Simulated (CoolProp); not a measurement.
Vapour-liquid equilibrium of propane (1) + dimethyl ether (2) at -50.25 °C; x and y are mole fractions of (1).

The numbers come from the multi-fluid Helmholtz-energy mixture model, Lemmon 2009 and Wu 2011; pair parameters Bell 2016 in CoolProp.

Question: Give the bubble pressure and the first vapour's composition at x = 0.35, 0.65, 0.8. Is there an azeotrope?

Answer: x = 0.35: 0.05537 MPa, y = 0.621; x = 0.65: 0.06463 MPa, y = 0.775; x = 0.8: 0.06761 MPa, y = 0.853. No azeotrope shows between x = 0.05 and 0.95.

Pair parameters are fitted to limited data, so mixtures are less certain than the pure fluids.
